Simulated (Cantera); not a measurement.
Charge: 1 mol Si2Cl6, 0.0096 mol Cl2, 20 mol H2, held at 1698 K and 0.00890 bar.

These are equilibrium values from Cantera (NASA tables, ideal gas, pure condensed phases), not measurements of a reactor. Candidate condensed phases: Si; 19 gas species. The feed counts by its element totals alone. The tables' values for SiCl3, SiCl are old estimates; treat these amounts as uncertain. Gases not in the tables: Si2H6 and higher silanes. Rates play no part.

Base state: H2 0.806, HCl 0.123, SiCl2 0.0678, H 0.00138, SiCl3 0.000714, Cl 0.000164, SiCl 0.000157, Si 7.38e-5 (mole fractions); condensed: Si(l).

Q: What changes in the equilibrium state with this change: temperature from 1698 K to 925 K?

A: 
```csv
species,before,after
H2,0.806,0.914
SiCl4,1.49e-5,0.0563
HCl,0.123,0.0164
SiCl2,0.0678,0.000424
SiHCl3,1.87e-5,0.0114
H,0.00138,2.64e-9
Cl,0.000164,<1e-9
SiCl,0.000157,<1e-9
Si,7.38e-5,<1e-9
"Si(l), mol",0.417,0
"Si(s), mol",0,0.511
```
The tables' values for SiCl3 are old estimates; treat these amounts as uncertain.

Q: What changes in the equilibrium state with this change: temperature from 1698 K to 1448 K?

A: 
| species | before | after |
|---|---|---|
| H2 | 0.806 | 0.807 |
| HCl | 0.123 | 0.127 |
| SiCl2 | 0.0678 | 0.0617 |
| SiCl3 | 0.000714 | 0.00290 |
| Si | 7.38e-5 | 3.29e-7 |
| SiCl4 | 1.49e-5 | 0.000502 |
| SiCl | 0.000157 | 5.06e-6 |
| SiH2 | 1.13e-5 | 6.04e-7 |
| H | 0.00138 | 8.78e-5 |
| Si(l), mol | 0.417 | 0 |
| Si(s), mol | 0 | 0.498 |
The tables' values for SiCl3 are old estimates; treat these amounts as uncertain.
